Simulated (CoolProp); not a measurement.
Vapour-liquid equilibrium of cyclohexane (1) + m-xylene (2) at 90.55 °C; x and y are mole fractions of (1).

Values from CoolProp's multi-fluid Helmholtz-energy mixture model, Zhou 2014 and Zhou 2012; pair parameters Bell 2016.

Question: Give the bubble pressure and the first vapour's composition at x = 0.125, 0.425, 0.575. Is there an azeotrope?

Answer: x = 0.125: 0.04057 MPa, y = 0.510; x = 0.425: 0.07742 MPa, y = 0.819; x = 0.575: 0.09298 MPa, y = 0.882. No azeotrope shows between x = 0.05 and 0.95.

Pair parameters are fitted to limited data, so mixtures are less certain than the pure fluids.
